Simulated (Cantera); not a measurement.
A perfectly stirred reactor is fed with CH4 : H2O = 1 : 0.35 (molar parts), at 1.00 atm; it is held at 1425 K, and followed from long to short residence time.

Computed with Cantera and GRI-Mech 3.0 (53 species, 325 reactions). GRI-Mech 3.0 stops at C3 and has no aromatics, soot or wall deposition, so with more carbon than oxygen in the feed, carbon stays in small species such as C2H2 where larger ones or solid carbon would form.

**Question.** What does this change do: temperature 1425 to 1600 K?

**Answer.** 
| quantity | before | after |
|---|---|---|
| x(CH4) at τ = 16.0 s | 0.245 | 0.0641 |
| x(H2O) at τ = 16.0 s | 0.151 | 0.0279 |
| x(H) at τ = 16.0 s | 4.03e-6 | 4.42e-5 |
| x(HO2) at τ = 16.0 s | <1e-12 | <1e-12 |
| x(CH3) at τ = 16.0 s | 4.44e-5 | 8.46e-5 |
| x(CH4) at τ = 0.220 s | 0.654 | 0.221 |
| x(H2O) at τ = 0.220 s | 0.247 | 0.169 |
| x(H) at τ = 0.220 s | 5.87e-7 | 2.76e-5 |
| x(HO2) at τ = 0.220 s | <1e-12 | <1e-12 |
| x(CH3) at τ = 0.220 s | 0.000103 | 0.000270 |

**Question.** What does this change do: CH4 1 to 0.1 parts?

**Answer.** 
```
quantity                 before    after
---------------------  --------  -------
x(CH4) at τ = 16.0 s      0.245   0.0787
x(H2O) at τ = 16.0 s      0.151    0.590
x(H) at τ = 16.0 s      4.03e-6  3.08e-6
x(HO2) at τ = 16.0 s     <1e-12   <1e-12
x(CH3) at τ = 16.0 s    4.44e-5  1.92e-5
x(CH4) at τ = 0.220 s     0.654    0.199
x(H2O) at τ = 0.220 s     0.247    0.763
x(H) at τ = 0.220 s     5.87e-7  4.56e-7
x(HO2) at τ = 0.220 s    <1e-12   <1e-12
x(CH3) at τ = 0.220 s  0.000103  6.13e-5
```
